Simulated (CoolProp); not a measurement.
Methane at several states: fugacity coefficient from the reference equation and from simpler models built on Tc = 190.6 K, pc = 4.599 MPa, ω = 0.011; each cubic takes its own stable root.

The numbers come from the reference Helmholtz-energy equation of state, Setzmann 1991 in CoolProp.

```json
[
 {"T (K)": "503.3", "p (MPa)": "0.309", "phase": "gas", "reference": "1.0000", "Redlich-Kwong": "0.9997", "Soave-Redlich-Kwong": "1.000", "Peng-Robinson": "0.9995"},
 {"T (K)": "529.9", "p (MPa)": "5.49", "phase": "supercritical", "reference": "1.004", "Redlich-Kwong": "0.9990", "Soave-Redlich-Kwong": "1.009", "Peng-Robinson": "0.9967"},
 {"T (K)": "213.4", "p (MPa)": "1.65", "phase": "gas", "reference": "…", "Redlich-Kwong": "…", "Soave-Redlich-Kwong": "…", "Peng-Robinson": "0.9033"},
 {"T (K)": "574.6", "p (MPa)": "14.5", "phase": "supercritical", "reference": "…", "Redlich-Kwong": "…", "Soave-Redlich-Kwong": "1.038", "Peng-Robinson": "…"},
 {"T (K)": "138.5", "p (MPa)": "0.101", "phase": "gas", "reference": "0.9816", "Redlich-Kwong": "0.9818", "Soave-Redlich-Kwong": "0.9822", "Peng-Robinson": "0.9811"}
]
```

### Question
Complete the blanks.

### Answer

- 213.4, reference: 0.9161
- 213.4, Redlich-Kwong: 0.9141
- 213.4, Soave-Redlich-Kwong: 0.9144
- 574.6, reference: 1.026
- 574.6, Redlich-Kwong: 1.013
- 574.6, Peng-Robinson: 1.010
